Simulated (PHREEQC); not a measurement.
1 kg of water holding 0.016 mol NaCl and 0.0067 mol NaHCO3 is evaporated at 90 °C; the solids stay in contact with the brine. CO2 is held at log p = -3.4 (atm). Only these solids could form: Halite, Nahcolite, Natron, Trona.

All values are PHREEQC results (Pitzer model, pitzer.dat), not measurements.

Q: Predict ionic strength, C in solution (mol/kgw) at water left (kg) = 0.6755, 0.4563.

A: 
```
water left (kg)  ionic strength  C in solution (mol/kgw)
---------------  --------------  -----------------------
0.6755                   0.0354                  0.00701
0.4563                   0.0530                  0.00999
```

Complexes and solids missing from the database can't appear. Constants without temperature data keep their 25 °C values here.
